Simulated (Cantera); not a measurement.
## Equilibrium for fluorocarbon and chlorocarbon gases: CH₃Cl + Si

Charge: 1 mol CH₃Cl, 0.025 mol Si, held at 2873.15 K and 0.133 bar.

Cantera equilibrium calculation (NASA polynomials, part measured and part estimated; ideal gas, pure solids and liquids). Candidate condensed phases: C, C₆H₆, C₇H₈, C₈H₁₈, Si, SiC; 109 gas species. The tables' values for SiCl, SiCl₃ are old estimates; treat these amounts as uncertain. Gases not in the tables: Si₂H₆ and higher silanes. The numbers say what is thermodynamically allowed, not how fast it happens.

x(H₂): 0.376
x(HCl): 0.317
x(H): 0.177
x(Cl): 0.102
x(C₂H₂ (acetylene)): 0.0159
x(Si): 0.00387
x(SiCl₂): 0.00289
x(SiC₂): 0.00253
x(SiCl): 0.00114
n(C(graphite)): 0.900 mol
gas amount: 2.347 mol
log10 activity of Si(l) (absent): -2.02
